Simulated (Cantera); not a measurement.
Stirred combustor or abatement burner

A perfectly stirred reactor is fed with 7.01 % CH4, 0.231 % H2, 18.9 % O2, 70.8 % N2, 3.08 % CO2, equivalence ratio 0.75, at 5.00 bar; it is adiabatic with a 773 K inlet, and is followed from long to short residence time, starting on the burning branch (τ in s: 0.09, 0.039, 0.017, 0.0072, 0.0031, 0.0013, 0.00058, 0.00025, 0.00011, 4.6e-05, 2e-05).

Detailed kinetics in Cantera: GRI-Mech 3.0 (53 species, 325 reactions).

```csv
τ (s),T (K),x CH4,x H2,x O2,x OH,x CH3
0.090,2209,9.08e-7,0.000368,0.0460,0.00284,3.71e-7
0.039,2210,2.03e-6,0.000384,0.0465,0.00291,8.34e-7
0.017,2210,4.47e-6,0.000415,0.0469,0.00301,1.83e-6
0.0072,2207,9.76e-6,0.000484,0.0472,0.00319,3.98e-6
0.0031,2199,1.99e-5,0.000621,0.0476,0.00351,7.99e-6
0.0013,2185,3.90e-5,0.000889,0.0483,0.00405,1.52e-5
0.00058,2162,7.04e-5,0.00131,0.0492,0.00473,2.60e-5
0.00025,2126,0.000130,0.00197,0.0508,0.00552,4.46e-5
0.00011,2077,0.000246,0.00288,0.0533,0.00618,7.65e-5
4.6e-5,2004,0.000536,0.00413,0.0576,0.00639,0.000145
2.0e-5,1893,0.00157,0.00592,0.0665,0.00509,0.000351
```
x: mole fraction; the columns are a selection and need not sum to one.
